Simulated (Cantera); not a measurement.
An isothermal, constant-pressure homogeneous reactor starts with 9.26 % CH4, 90.7 % H2, at 1725 K and 20.0 Torr.

Cantera simulation using GRI-Mech 3.0 (53 species, 325 reactions); the numbers are that mechanism's predictions, not measurements. GRI-Mech 3.0 stops at C3 and has no aromatics, soot or wall deposition, so with more carbon than oxygen in the feed, carbon stays in small species such as C2H2 where larger ones or solid carbon would form. Radical loss at walls, strong at low pressure, is not modelled.

x: mole fraction; the columns are a selection and need not sum to one.

| t (s) | x CH4 | x H2 | x C2H | x H | x C2H4 |
|---|---|---|---|---|---|
| 2.00e-6 | 0.0926 | 0.907 | <1e-12 | 1.46e-7 | <1e-12 |
| 9.35e-6 | 0.0926 | 0.907 | <1e-12 | 6.11e-7 | <1e-12 |
| 4.37e-5 | 0.0926 | 0.907 | <1e-12 | 2.38e-6 | 1.44e-11 |
| 0.000205 | 0.0926 | 0.907 | <1e-12 | 1.04e-5 | 2.55e-9 |
| 0.000956 | 0.0925 | 0.907 | <1e-12 | 4.77e-5 | 2.94e-7 |
| 0.00447 | 0.0920 | 0.907 | 5.77e-12 | 0.000220 | 2.76e-5 |
| 0.0209 | 0.0868 | 0.909 | (withheld) | 0.000706 | 0.000520 |
| 0.0978 | 0.0604 | 0.923 | (withheld) | 0.000821 | 0.000328 |
| 0.457 | 0.0224 | 0.944 | (withheld) | 0.000958 | 8.15e-5 |
| 2.14 | 0.00477 | 0.954 | 2.86e-7 | 0.00108 | 4.33e-5 |
| 10.0 | 0.00103 | 0.956 | 3.07e-7 | 0.00112 | 4.27e-5 |

Fill in the missing entries.


- 0.0209, x C2H: 7.07e-9
- 0.0978, x C2H: 7.74e-8
- 0.457, x C2H: 2.02e-7
